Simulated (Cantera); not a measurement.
A perfectly stirred reactor is fed with NO : N₂ = 1 : 2.4 (molar parts), at 0.420 bar; it is held at 2125 K, and followed from long to short residence time.

Model: GRI-Mech 3.0 (53 species, 325 reactions), integrated in Cantera.

One state of this run: x NO = 0.249; x N₂O = 2.89e-5; x N₂ = 0.728; x O₂ = 0.0221; x NO₂ = 8.00e-5. x: mole fraction; the columns are a selection and need not sum to one.

### Question
Which value of τ (s) does it belong to?
(A) 0.12
(B) 6.3
(C) 0.046
(D) 0.33

### Answer
A, 0.12
